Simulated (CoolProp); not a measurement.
A single-stage vapour-compression cycle with R1224YDZ: evaporating at 278.15 K (dew point), condensing at 324.15 K (bubble point), superheat 5 K, subcooling 8 K, compressor efficiency 0.9, no pressure losses. Each further row changes one setting.

Model: reference Helmholtz-energy equation of state, Akasaka 2023, in CoolProp.

```
case                              cooling COP  pressure ratio  discharge temperature (K)  refrigerating effect (kJ/kg)  volumetric capacity (kJ/m³)
--------------------------------  -----------  --------------  -------------------------  ----------------------------  ---------------------------
as stated                                4.74            4.99                      326.5                           134                          598
evaporating temperature 283.15 K          ___             ___                        ___                           ___                          743
condensing temperature 319.15 K          5.46             ___                      322.2                           140                          625
subcooling 13 K                          4.95            4.99                      326.5                           140                          625
superheat 15 K                            ___            4.99                      336.4                           ___                          608
compressor efficiency 0.8                4.21            4.99                      330.5                           134                          598
```

Question: Some entries are withheld; supply them.

Answer: 
- evaporating temperature 283.15 K, cooling COP: 5.54
- evaporating temperature 283.15 K, pressure ratio: 4.07
- evaporating temperature 283.15 K, discharge temperature (K): 326.3
- evaporating temperature 283.15 K, refrigerating effect (kJ/kg): 138
- condensing temperature 319.15 K, pressure ratio: 4.30
- superheat 15 K, cooling COP: 4.81
- superheat 15 K, refrigerating effect (kJ/kg): 142
